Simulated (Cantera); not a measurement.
An isothermal, constant-pressure homogeneous reactor starts with 27.3 % H2, 22.7 % O2, 50.0 % N2, equivalence ratio 0.60, at 900 K and 0.120 bar.

Model: GRI-Mech 3.0 (53 species, 325 reactions), integrated in Cantera. Radical loss at walls, strong at low pressure, is not modelled. Below about 950 K walls govern HO2 and H2O2 in real vessels. The temperature is held fixed by assumption; the heat of reaction is taken as removed at once.

x: mole fraction; the columns are a selection and need not sum to one.

| t (s) | x H2 | x O2 | x H2O | x OH | x NO | x N2O | x H |
|---|---|---|---|---|---|---|---|
| 5.00e-6 | 0.273 | 0.227 | <1e-12 | <1e-12 | <1e-12 | <1e-12 | 1.27e-12 |
| 4.04e-5 | 0.273 | 0.227 | 1.91e-12 | <1e-12 | <1e-12 | <1e-12 | 1.07e-11 |
| 0.000326 | 0.273 | 0.227 | 4.66e-10 | 1.24e-11 | <1e-12 | <1e-12 | 3.76e-10 |
| 0.00263 | 0.129 | 0.166 | 0.143 | 0.00179 | 1.48e-7 | 7.81e-10 | 0.0305 |
| 0.0212 | (withheld) | 0.109 | 0.307 | (withheld) | (withheld) | 3.60e-9 | (withheld) |
| 0.171 | 0.00593 | 0.108 | 0.309 | 7.31e-7 | 1.65e-7 | 3.90e-9 | 5.39e-7 |
| 1.38 | 0.00207 | 0.106 | 0.313 | 4.88e-7 | 1.03e-7 | 4.78e-9 | 1.33e-7 |
| 11.2 | 7.96e-5 | 0.105 | 0.316 | 1.03e-7 | 1.79e-8 | 5.75e-9 | 1.16e-9 |
| 90.0 | 4.06e-6 | 0.105 | 0.316 | 1.16e-8 | 6.62e-9 | 5.81e-9 | 7.17e-12 |

Q: Fill in the missing entries.

A: 
- 0.0212, x H2: 0.00791
- 0.0212, x OH: 8.54e-6
- 0.0212, x NO: 2.91e-7
- 0.0212, x H: 7.89e-6
